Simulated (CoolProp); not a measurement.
A closed Brayton cycle with carbon dioxide: compressor inlet 327.15 K and 8.9 MPa, high pressure 30.6 MPa, turbine inlet 955 K, compressor efficiency 0.85, turbine efficiency 0.9, recuperator effectiveness 0 (on enthalpy, no pinch check). Each further row changes one setting.

Computed with CoolProp (reference Helmholtz-energy equation of state, Span 1996).

| case | thermal efficiency (%) | net work (kJ/kg) | compressor to turbine work | compressor exit (K) | turbine exit (K) |
|---|---|---|---|---|---|
| as stated | 17.3 | 121 | 0.35 | 428.0 | 794.3 |
| turbine inlet 905 K | 17.4 | ___ | 0.37 | 428.0 | ___ |
| compressor inlet 337.15 K | 16.9 | 113 | 0.40 | 447.2 | 794.3 |
| high pressure 26 MPa | ___ | 110 | 0.33 | ___ | 814.6 |
| recuperator effectiveness 0.5 | ___ | 121 | 0.35 | 428.0 | 794.3 |

Task: Complete the blanks.

Result: 
- turbine inlet 905 K, net work (kJ/kg): 111
- turbine inlet 905 K, turbine exit (K): 749.7
- high pressure 26 MPa, thermal efficiency (%): 15.3
- high pressure 26 MPa, compressor exit (K): 414.2
- recuperator effectiveness 0.5, thermal efficiency (%): 24.9
